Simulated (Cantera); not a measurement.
**NO annealing gas**

An isothermal, constant-pressure homogeneous reactor starts with 25.6 % NO, 74.4 % N₂, at 1800 K and 0.0267 bar.

Cantera simulation using GRI-Mech 3.0 (53 species, 325 reactions); the numbers are that mechanism's predictions, not measurements. Radical loss at walls, strong at low pressure, is not modelled.

| t (s) | x NO | x O₂ | x N₂O | x NO₂ | x N₂ | x O |
|---|---|---|---|---|---|---|
| 0.000100 | 0.256 | 7.23e-12 | 4.05e-8 | 4.51e-11 | 0.744 | 4.05e-8 |
| 0.000538 | 0.256 | 2.08e-10 | 2.17e-7 | 1.29e-9 | 0.744 | 2.18e-7 |
| 0.00289 | 0.256 | 6.02e-9 | 1.15e-6 | 3.49e-8 | 0.744 | 1.16e-6 |
| 0.0156 | 0.256 | 1.88e-7 | 5.62e-6 | 7.49e-7 | 0.744 | 6.21e-6 |
| 0.0837 | 0.256 | 9.79e-6 | 1.90e-5 | 6.73e-6 | 0.744 | 3.21e-5 |
| 0.450 | 0.256 | 0.000202 | 2.51e-5 | 1.05e-5 | 0.744 | 5.15e-5 |
| 2.42 | 0.254 | 0.00135 | 2.45e-5 | 1.24e-5 | 0.745 | 5.80e-5 |
| 13.0 | 0.241 | 0.00779 | 2.14e-5 | 1.99e-5 | 0.751 | 8.48e-5 |
| 70.0 | 0.172 | 0.0421 | 9.99e-6 | 3.11e-5 | 0.786 | 0.000162 |
x: mole fraction; the columns are a selection and need not sum to one.

Equilibrium at this temperature and pressure: NO 0.00340, O₂ 0.126, N₂O 3.35e-8, NO₂ 1.08e-6, N₂ 0.870, O 0.000267 (gas phase only).
